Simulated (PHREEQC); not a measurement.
Consider water at 27 °C with 0.1 mol Li2SO4 and 0.0054 mol HCl per kg of water. Closed to the air; pH follows from the charge balance.

Computed with PHREEQC (ion-association model, phreeqc.dat).

Precipitation was switched off in this run.

### Question
What pH, density does the model give?

### Answer
pH 2.88; density 1.006 g/cm³.

### Question
In which forms is Li present?

### Answer
Li+ 91 %, LiSO4- 8.5 % of the Li.
